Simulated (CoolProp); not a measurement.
Values from CoolProp's reference Helmholtz-energy equation of state, Guder 2009.

**Question.** For sulfur hexafluoride, give the phase and the density (kg/m³), cv (kJ/(kg K)), Joule-Thomson coefficient (K/MPa), isothermal compressibility (1/MPa) at 420.2 K and 113 bar; 242.3 K and 2.2 bar.

**Answer.** 
- 420.2 K and 113 bar: supercritical; density 666, cv 0.795, Joule-Thomson coefficient 2.52, isothermal compressibility 0.0923
- 242.3 K and 2.2 bar: gas; density 16.8, cv 0.515, Joule-Thomson coefficient 18.5, isothermal compressibility 4.80
